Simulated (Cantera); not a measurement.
Input: 1 mol (CH₃)₂SiCl₂, 0.011 mol C₂H₂, 22 mol H₂, at 1375 K and 13.3 mbar.

These are equilibrium values from Cantera (NASA tables, ideal gas, pure condensed phases), not measurements of a reactor. Candidate condensed phases: C, C₆H₆, C₇H₈, C₈H₁₈, Si, SiC; 109 gas species. The feed counts by its element totals alone. Kinetics and transport are ignored.

Base state: H₂ 0.923, HCl 0.0767, SiCl₂ 7.86e-5, CH₄ 5.65e-5, H 2.85e-5 (mole fractions); condensed: C(graphite) + SiC(s).

Task: What changes in the equilibrium state with this change: (CH₃)₂SiCl₂ replaced by SiF₄?

Result: 
```json
[
 {"species": "H₂", "before": "0.923", "after": "0.950"},
 {"species": "SiF₄", "before": "0", "after": "0.0390"},
 {"species": "HF", "before": "0", "after": "0.00717"},
 {"species": "HCl", "before": "0.0767", "after": "0"},
 {"species": "SiF₃", "before": "0", "after": "0.00240"},
 {"species": "SiHF₃", "before": "0", "after": "0.000952"},
 {"species": "SiF₂", "before": "0", "after": "0.000107"},
 {"species": "C(graphite), mol", "before": "1.02", "after": "0"},
 {"species": "SiC(s), mol", "before": "0.998", "after": "0.0206"}
]
```
The tables' values for SiF₃, SiF₂ are old estimates; treat these amounts as uncertain.
